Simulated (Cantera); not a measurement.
Feed: 1 mol NH3, 0.046 mol H2O, held at 2825 °C and 0.100 bar.

These are equilibrium values from Cantera (NASA tables, ideal gas, pure condensed phases), not measurements of a reactor. Candidate condensed phases: H2O; 24 gas species. The numbers say what is thermodynamically allowed, not how fast it happens.

Base state: H 0.411, H2 0.378, N2 0.193, H2O 0.0106, OH 0.00410, O 0.00270, NO 0.000315, N 3.57e-5 (mole fractions); condensed: gas only.

Question: What changes in the equilibrium state with this change: NH3 replaced by PH3?

Answer: 
| species | before | after |
|---|---|---|
| H | 0.411 | 0.401 |
| H2 | 0.378 | 0.359 |
| P2 | 0 | 0.124 |
| N2 | 0.193 | 0 |
| P | 0 | 0.0955 |
| PO | 0 | 0.0160 |
| H2O | 0.0106 | 0.000413 |
| PH | 0 | 0.00424 |
| NO | 0.000315 | 0 |
Gases not in the tables: HPO2, HPO3 and P4O6. Further candidate phases: P, P4O10.
